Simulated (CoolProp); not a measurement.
Properties of R1123 at several states.

Model: reference Helmholtz-energy equation of state, Akasaka 2020, in CoolProp.

| T (°C) | p (MPa) | phase | density (kg/m³) | cp (kJ/(kg K)) | speed of sound (m/s) | expansivity (1/kK) | fugacity coefficient |
|---|---|---|---|---|---|---|---|
| 191.75 | 0.0743 | gas | 1.579 | 1.077 | 227.8 | 2.166 | 0.9984 |
| -59.65 | 6.98 | liquid | 1355 | 1.265 | 860.9 | 2.160 | 0.01919 |
| 193.75 | 2.77 | gas | 62.20 | 1.136 | 219.7 | 2.762 | 0.9425 |
| 136.15 | 0.289 | gas | 7.040 | 1.017 | 213.1 | 2.543 | 0.9895 |
| 163.85 | 1.67 | gas | 39.59 | 1.085 | 214.1 | 2.769 | 0.9537 |
